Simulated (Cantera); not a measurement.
Feed: 1 mol (CH3)2SiCl2, 0.095 mol CH4, 7.9 mol H2, 0.24 mol HCl, equilibrated at 2273 K and 400 Pa.

These are equilibrium values from Cantera (NASA tables, ideal gas, pure condensed phases), not measurements of a reactor. Candidate condensed phases: C, C6H6, C7H8, C8H18, Si, SiC; 109 gas species. The feed counts by its element totals alone. The tables' values for SiCl are old estimates; treat these amounts as uncertain. Gases not in the tables: Si2H6 and higher silanes. Rates play no part.

Task: What is the equilibrium state?

Result: 
```json
{
  "x(H2)": "0.698",
  "x(HCl)": "0.134",
  "x(H)": "0.111",
  "x(Si)": "0.0243",
  "x(Cl)": "0.0154",
  "x(SiCl2)": "0.00619",
  "x(SiC2)": "0.00306",
  "x(C2H2 (acetylene))": "0.00263",
  "x(SiCl)": "0.00231",
  "n(C(graphite))": "1.46 mol",
  "n(SiC(s))": "0.453 mol",
  "gas_amount": "13.61 mol",
  "log10 activity of Si(l) (absent)": "-0.88"
}
```
